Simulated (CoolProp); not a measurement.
C3F8 (R218) along the isobar 13.4 MPa: density (kg/m³) from the reference equation and from simpler models built on Tc = 71.9 °C, pc = 2.640 MPa, ω = 0.317; each cubic takes its own stable root.

The numbers come from the reference Helmholtz-energy equation of state, Lemmon 2006 in CoolProp. It is a short technical equation, of lower accuracy than the large ones.

```
T (°C)          phase  reference  van der Waals  Redlich-Kwong  Soave-Redlich-Kwong  Peng-Robinson
------  -------------  ---------  -------------  -------------  -------------------  -------------
-81.45         liquid       1808           1171           1685                 1723           1933
-45.95         liquid       1695           1126           1592                 1636           1837
-10.55         liquid       1579           1078           1492                 1533           1722
24.95          liquid       1455           1029           1382                 1413           1584
60.45          liquid       1320          976.2           1266                 1275           1423
95.95   supercritical       1173          921.5           1144                 1122           1242
131.35  supercritical       1020          864.8           1022                966.5           1057
166.85  supercritical      872.8          806.5          905.4                824.0          890.7
```
